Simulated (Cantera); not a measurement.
Feed: 1 mol SiHCl3, 0.75 mol Cl2, a varied amount of H2, at 950 K and 0.100 bar.

These are equilibrium values from Cantera (NASA tables, ideal gas, pure condensed phases), not measurements of a reactor. Candidate condensed phases: Si; 19 gas species. Kinetics and transport are ignored.

Task: Which condensed phases are stable at each of these points (n(H2) (mol)): 16, 30, 58, 110, 220, 430, 830?

Result: 
```json
[
 {"n(H2) (mol)": "16", "condensed phases": "gas only", "Si condensed (%)": "0.0"},
 {"n(H2) (mol)": "30", "condensed phases": "gas only", "Si condensed (%)": "0.0"},
 {"n(H2) (mol)": "58", "condensed phases": "gas only", "Si condensed (%)": "0.0"},
 {"n(H2) (mol)": "110", "condensed phases": "gas only", "Si condensed (%)": "0.0"},
 {"n(H2) (mol)": "220", "condensed phases": "Si(s)", "Si condensed (%)": "3.6"},
 {"n(H2) (mol)": "430", "condensed phases": "Si(s)", "Si condensed (%)": "19.2"},
 {"n(H2) (mol)": "830", "condensed phases": "Si(s)", "Si condensed (%)": "40.5"}
]
```

From 16 mol H2 to 110 mol H2 nothing is condensed. From 220 mol H2 to 830 mol H2 the condensed part is Si(s).
